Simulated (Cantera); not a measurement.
Input: 1 mol B, 0.35 mol H₂O, 0.51 mol H₂, at 2223.15 K and 18.0 mbar.

Cantera equilibrium calculation (NASA polynomials, part measured and part estimated; ideal gas, pure solids and liquids). Candidate condensed phases: B, B₂O₃, B₃O₃H₃, H₂O; 23 gas species. The tables' values for BH₂ are old estimates; treat these amounts as uncertain. Equilibrium is a limit: real reactors are often held back by kinetics, nucleation or transport.

Base state: H₂ 0.692, HBO 0.128, BO 0.0877, B₂O₂ 0.0478, H 0.0398, B₂O 0.00214, BH₂ 0.00102, B₂O₃ 0.000705 (mole fractions); condensed: B(s).

What changes in the equilibrium state with this change: pressure from 18.0 mbar to 1.00 bar?


| species | before | after |
|---|---|---|
| H₂ | 0.692 | 0.744 |
| HBO | 0.128 | 0.157 |
| B₂O₂ | 0.0478 | 0.0666 |
| BO | 0.0877 | 0.0139 |
| H | 0.0398 | 0.00553 |
| B₃O₃H₃ | 1.45e-8 | 8.19e-5 |
| B | 0.000208 | 3.74e-6 |
| B₂O₃ | 0.000705 | 0.00863 |
| HBO₂ | 0.000295 | 0.00318 |
| H₂O | 1.78e-5 | 0.000168 |
| B(s), mol | 0.647 | 0.661 |
Gases not in the tables: B₂H₆ and higher boranes.
